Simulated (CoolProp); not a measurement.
Saturated liquid density (kg/m³) of chloromethane (R40): the reference equation beside estimates from Tc = 145.5 °C, pc = 69.29 bar, ω = 0.150.

The numbers come from the reference Helmholtz-energy equation of state, Thol 2014 in CoolProp.

```tsv
T (°C)	reference	Redlich-Kwong	Soave-Redlich-Kwong
51.05	855.9	759.8	778.8
57.95	839.9	742.1	761.4
64.75	823.5	723.8	743.3
71.65	806.1	704.4	723.9
78.45	788.1	684.3	703.8
85.35	768.9	662.9	682.1
92.25	748.4	640.1	659.0
99.05	726.7	616.2	634.5
```

Absolute difference from the reference over all 8 rows, mean and median: Redlich-Kwong 13.0 and 12.9 %, Soave-Redlich-Kwong 10.6 and 10.4 %.
